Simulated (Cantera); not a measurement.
A perfectly stirred reactor is fed with CH₄ : O₂ : N₂ : CO₂ = 1 : 3.12 : 11.8 : 0.81 (molar parts), at 4.93 atm; it is adiabatic with a 423 K inlet, and is followed from long to short residence time, starting on the burning branch (τ in s: 0.12, 0.056, 0.025, 0.011, 0.0052, 0.0023, 0.0011, 0.00048, 0.00022, 9.7e-05, 4.4e-05, 2e-05).

Cantera simulation using GRI-Mech 3.0 (53 species, 325 reactions); the numbers are that mechanism's predictions, not measurements.

One state of this run: T (K) = 1668; x CH₄ = 0.000437; x O₂ = 0.0712; x C₂H₄ = 1.48e-6; x C₂H₆ = 4.40e-7; x O = 0.000288; x NO₂ = 2.33e-8. x: mole fraction; the columns are a selection and need not sum to one.

Question: Which value of τ (s) does it belong to?
(A) 0.011
(B) 4.4e-5
(C) 0.00022
(D) 0.00048

Answer: D, 0.00048
